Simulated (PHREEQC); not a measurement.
Dissolve 0.05 mol/kgw HCl, 0.0026 mol/kgw Na2SO4 and 0.00012 mol/kgw KBr at 20 °C. It is in equilibrium with CO2 at log p = 0 (atm). Otherwise closed; pH follows from the charge balance.

Equilibrium calculation in PHREEQC: ion-association model, phreeqc.dat.

This is a speciation only: nothing precipitates in the calculation.

Q: Order these S species by the share of S that they hold, largest first: SO4-2, NaSO4-, HSO4-.

A: HSO4- (66 %), SO4-2 (33 %), NaSO4- (0.38 %)

The pH is 1.39 and the ionic strength 0.0544 mol/kgw.
